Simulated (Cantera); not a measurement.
A freely propagating, adiabatic, planar premixed flame of 5.61 % CH4, 2.91 % H2, 19.2 % O2, 72.3 % N2, unburnt at 575 K and 94000 Pa; mixture-averaged transport, grid criteria slope 0.08 and curve 0.16, no radiation.

Model: GRI-Mech 3.0 (53 species, 325 reactions), integrated in Cantera. Burning velocities carry a grid error of a few per cent, more on coarse grids.

### Question
Predict: laminar burning velocity; thermal thickness; peak x(HCO).

### Answer
```json
{
  "laminar_burning_velocity": "95.0 cm/s",
  "thermal_thickness": "0.417 mm",
  "peak x(HCO)": "2.64e-5"
}
```
